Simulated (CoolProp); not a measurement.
n-butane along the isobar 2.94 MPa: density (kg/m³) from the reference equation and from simpler models built on Tc = 152.0 °C, pc = 3.796 MPa, ω = 0.201; each cubic takes its own stable root.

Values from CoolProp's reference Helmholtz-energy equation of state, Bücker 2006.

| T (°C) | phase | reference |
|---|---|---|
| 125.65 | liquid | 419.0 |
| 139.15 | gas | 89.10 |
| 152.75 | gas | 74.37 |
| 166.25 | gas | 66.38 |
| 179.85 | gas | 60.80 |
| 193.45 | gas | 56.55 |
| 206.95 | gas | 53.14 |
| 220.55 | gas | 50.28 |
| 234.05 | gas | 47.85 |
| 247.65 | gas | 45.72 |
| 261.15 | gas | 43.84 |
| 274.75 | gas | 42.15 |
| 288.25 | gas | 40.63 |
| 301.85 | gas | 39.24 |

Q: How far does each simpler model (van der Waals, Soave-Redlich-Kwong, Peng-Robinson) lie from the reference over these 14 states: mean and median of the absolute difference, and the worst?

A: 
- van der Waals: mean 5.7 %, median 2.4 %, worst -39.7 % at 125.65 °C and 2.94 MPa
- Soave-Redlich-Kwong: mean 1.9 %, median 0.4 %, worst -15.6 % at 125.65 °C and 2.94 MPa
- Peng-Robinson: mean 2.3 %, median 2.2 %, worst -4.8 % at 125.65 °C and 2.94 MPa
